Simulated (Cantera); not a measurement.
## Low-pressure radical oxidation in H2/O2

An isothermal, constant-pressure homogeneous reactor starts with 1.89 % H2, 23.4 % O2, 74.7 % N2, equivalence ratio 0.041, at 1250 K and 290 Pa.

Computed with Cantera and GRI-Mech 3.0 (53 species, 325 reactions). Radical loss at walls, strong at low pressure, is not modelled.

| t (s) | x H2 | x O2 | x OH | x H2O2 | x N2O |
|---|---|---|---|---|---|
| 8.00e-5 | 0.0189 | 0.234 | 9.97e-12 | <1e-12 | <1e-12 |
| 0.000239 | 0.0189 | 0.234 | 7.89e-11 | <1e-12 | <1e-12 |
| 0.000713 | 0.0189 | 0.234 | 5.32e-10 | <1e-12 | <1e-12 |
| 0.00213 | 0.0189 | 0.234 | 3.34e-9 | 2.45e-12 | <1e-12 |
| 0.00635 | 0.0189 | 0.234 | 5.47e-8 | 2.09e-11 | <1e-12 |
| 0.0190 | 0.0187 | 0.233 | 7.62e-5 | 2.21e-10 | <1e-12 |
| 0.0566 | 0.000453 | 0.219 | 0.00143 | 5.32e-9 | 8.67e-10 |
| 0.169 | 0.000426 | 0.219 | 0.00139 | 5.19e-9 | 1.70e-9 |
| 0.504 | 0.000395 | 0.220 | 0.00134 | 5.25e-9 | 1.80e-9 |
| 1.50 | 0.000315 | 0.221 | 0.00120 | 5.34e-9 | 1.97e-9 |
| 4.49 | 0.000170 | 0.224 | 0.000888 | 5.11e-9 | 2.45e-9 |
| 13.4 | 4.54e-5 | 0.225 | 0.000461 | 3.61e-9 | 3.53e-9 |
| 40.0 | 7.04e-6 | 0.226 | 0.000182 | 1.48e-9 | 4.83e-9 |
x: mole fraction; the columns are a selection and need not sum to one.

Equilibrium at this temperature and pressure: H2 2.59e-8, O2 0.226, OH 1.11e-5, H2O2 1.80e-11, N2O 1.03e-9 (gas phase only).
